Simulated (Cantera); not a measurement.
Feed: 1 mol SiF4, 8.1 mol NO, 130 mol N2, 2.1 mol H2O, equilibrated at 1.10 mbar.

Method: chemical equilibrium by Gibbs-energy minimisation in Cantera with the NASA 1993 tables (ideal gas, pure condensed phases). Candidate condensed phases: H2O, Si, SiO2, Si2N2O, Si3N4; 58 gas species. The tables hold silica as quartz up to 1696 K and as liquid above; real silica turns to tridymite and cristobalite and melts near 1996 K. The numbers say what is thermodynamically allowed, not how fast it happens.

Q: Which condensed phases are stable at each of these points (T (K)): 775, 850, 925, 1000, 1075, 1150, 1225, 1300, 1375, 1450, 1525, 1600, 1675?

A: 
```json
[
 {"T (K)": "775", "condensed phases": "SiO2(α-quartz)", "Si condensed (%)": "73.2"},
 {"T (K)": "850", "condensed phases": "SiO2(β-quartz)", "Si condensed (%)": "81.7"},
 {"T (K)": "925", "condensed phases": "SiO2(β-quartz)", "Si condensed (%)": "87.5"},
 {"T (K)": "1000", "condensed phases": "SiO2(β-quartz)", "Si condensed (%)": "91.4"},
 {"T (K)": "1075", "condensed phases": "SiO2(β-quartz)", "Si condensed (%)": "94.0"},
 {"T (K)": "1150", "condensed phases": "SiO2(β-quartz)", "Si condensed (%)": "95.8"},
 {"T (K)": "1225", "condensed phases": "SiO2(β-quartz)", "Si condensed (%)": "97.1"},
 {"T (K)": "1300", "condensed phases": "SiO2(β-quartz)", "Si condensed (%)": "97.9"},
 {"T (K)": "1375", "condensed phases": "SiO2(β-quartz)", "Si condensed (%)": "98.5"},
 {"T (K)": "1450", "condensed phases": "SiO2(β-quartz)", "Si condensed (%)": "99.0"},
 {"T (K)": "1525", "condensed phases": "SiO2(β-quartz)", "Si condensed (%)": "99.2"},
 {"T (K)": "1600", "condensed phases": "SiO2(β-quartz)", "Si condensed (%)": "99.4"},
 {"T (K)": "1675", "condensed phases": "SiO2(β-quartz)", "Si condensed (%)": "99.6"}
]
```

At 775 K the condensed part is SiO2(α-quartz). From 850 K to 1675 K the condensed part is SiO2(β-quartz).
